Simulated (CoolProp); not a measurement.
Saturation properties of octamethyltrisiloxane (MDM).

The numbers come from the reference Helmholtz-energy equation of state, Thol 2017 in CoolProp.

```
T (°C)   p (bar)  liquid density (kg/m³)  vapour density (kg/m³)  enthalpy of vaporisation (kJ/kg)
------  --------  ----------------------  ----------------------  --------------------------------
11.35   0.001934                   828.9                 0.01935                             209.7
23.85   0.004629                   816.4                 0.04440                             204.8
36.35    0.01014                   803.8                 0.09342                             199.9
48.85    0.02056                   791.1                  0.1824                             195.0
61.35    0.03896                   778.1                  0.3336                             190.1
73.85    0.06960                   765.0                  0.5765                             185.2
86.35     0.1180                   751.7                  0.9487                             180.3
98.85     0.1913                   738.0                   1.496                             175.3
111.35    0.2977                   724.1                   2.272                             170.3
123.85    0.4470                   709.7                   3.341                             165.1
136.35    0.6505                   695.0                   4.777                             159.7
```

It boils at 152.5 °C under 1 atm.
